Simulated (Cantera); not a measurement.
A closed system holds: 1 mol SiH4, 2 mol NH3, 79 mol N2, held at 0.250 bar.

Cantera equilibrium calculation (NASA polynomials, part measured and part estimated; ideal gas, pure solids and liquids). Candidate condensed phases: Si, Si3N4; 18 gas species. Kinetics and transport are ignored. All values below are at 875 K.

Base state: N2 0.941, H2 0.0593 (mole fractions); condensed: Si3N4(s).

Task: What changes in the equilibrium state with this change: 0.047 mol Cl2 added?

Result: 
```csv
species,before,after
N2,0.941,0.940
H2,0.0593,0.0587
HCl,0,0.00111
"Si3N4(s), mol",0.333,0.333
```
Further candidate phases: NH4Cl.
